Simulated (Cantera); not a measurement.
**Thermodynamics of abatement and gas-phase synthesis, feed NF3 + H2O + N2**

A closed system holds: 1 mol NF3, 3.9 mol H2O, 0.94 mol N2, equilibrated at 0.100 bar.

These are equilibrium values from Cantera (NASA tables, ideal gas, pure condensed phases), not measurements of a reactor. Candidate condensed phases: H2O; 40 gas species. Equilibrium is a limit: real reactors are often held back by kinetics, nucleation or transport.

```json
[
 {"T (K)": "1500", "log p HF": "-1.40", "log p H2O": "-1.50", "log p N2": "-1.72", "log p O2": "-2.01", "log p OH": "-4.69", "log p H2": "-6.22", "log p O": "-6.40", "log p NO": "-4.39"},
 {"T (K)": "1575", "log p HF": "-1.40", "log p H2O": "-1.50", "log p N2": "-1.72", "log p O2": "-2.01", "log p OH": "-4.42", "log p H2": "-5.80", "log p O": "-5.97", "log p NO": "-4.23"},
 {"T (K)": "1650", "log p HF": "-1.40", "log p H2O": "-1.50", "log p N2": "-1.72", "log p O2": "-2.01", "log p OH": "-4.17", "log p H2": "-5.43", "log p O": "-5.59", "log p NO": "-4.10"},
 {"T (K)": "1725", "log p HF": "-1.40", "log p H2O": "-1.50", "log p N2": "-1.72", "log p O2": "-2.01", "log p OH": "-3.95", "log p H2": "-5.08", "log p O": "-5.24", "log p NO": "-3.97"},
 {"T (K)": "1800", "log p HF": "-1.40", "log p H2O": "-1.50", "log p N2": "-1.72", "log p O2": "-2.01", "log p OH": "-3.75", "log p H2": "-4.77", "log p O": "-4.92", "log p NO": "-3.86"},
 {"T (K)": "1875", "log p HF": "-1.40", "log p H2O": "-1.50", "log p N2": "-1.72", "log p O2": "-2.01", "log p OH": "-3.56", "log p H2": "-4.47", "log p O": "-4.62", "log p NO": "-3.75"},
 {"T (K)": "1950", "log p HF": "-1.40", "log p H2O": "-1.50", "log p N2": "-1.73", "log p O2": "-2.01", "log p OH": "-3.38", "log p H2": "-4.21", "log p O": "-4.35", "log p NO": "-3.66"},
 {"T (K)": "2025", "log p HF": "-1.40", "log p H2O": "-1.51", "log p N2": "-1.73", "log p O2": "-2.02", "log p OH": "-3.23", "log p H2": "-3.96", "log p O": "-4.10", "log p NO": "-3.57"},
 {"T (K)": "2100", "log p HF": "-1.40", "log p H2O": "-1.51", "log p N2": "-1.73", "log p O2": "-2.02", "log p OH": "-3.08", "log p H2": "-3.73", "log p O": "-3.87", "log p NO": "-3.49"},
 {"T (K)": "2175", "log p HF": "-1.41", "log p H2O": "-1.52", "log p N2": "-1.73", "log p O2": "-2.03", "log p OH": "-2.94", "log p H2": "-3.51", "log p O": "-3.65", "log p NO": "-3.41"},
 {"T (K)": "2250", "log p HF": "-1.41", "log p H2O": "-1.52", "log p N2": "-1.73", "log p O2": "-2.03", "log p OH": "-2.82", "log p H2": "-3.32", "log p O": "-3.45", "log p NO": "-3.34"},
 {"T (K)": "2325", "log p HF": "-1.41", "log p H2O": "-1.53", "log p N2": "-1.73", "log p O2": "-2.04", "log p OH": "-2.70", "log p H2": "-3.14", "log p O": "-3.26", "log p NO": "-3.28"},
 {"T (K)": "2400", "log p HF": "-1.41", "log p H2O": "-1.55", "log p N2": "-1.74", "log p O2": "-2.05", "log p OH": "-2.60", "log p H2": "-2.97", "log p O": "-3.08", "log p NO": "-3.22"}
]
```
log p: log10 of the partial pressure in bar; nothing condenses.

From 1500 K to 2400 K nothing is condensed.
